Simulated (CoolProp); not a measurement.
Vapour-liquid equilibrium of C2F6 (R116) (1) + R143a (2) at -59.85 °C; x and y are mole fractions of (1).

Computed with CoolProp (multi-fluid Helmholtz-energy mixture model, Lemmon 2006 and Lemmon and Jacobsen 2000; pair parameters Bell 2016).

### Question
Give the bubble pressure and the first vapour's composition at x = 0.275, 0.8, 0.95. Is there an azeotrope?

### Answer
x = 0.275: 174.9 kPa, y = 0.745; x = 0.8: 234.4 kPa, y = 0.886; x = 0.95: 244.0 kPa, y = 0.959. No azeotrope shows between x = 0.05 and 0.95.

The pair parameters rest on a limited set of measurements; away from them the model extrapolates. With so large a gap from Raoult's law the liquid may split in two, which this calculation doesn't test in full.
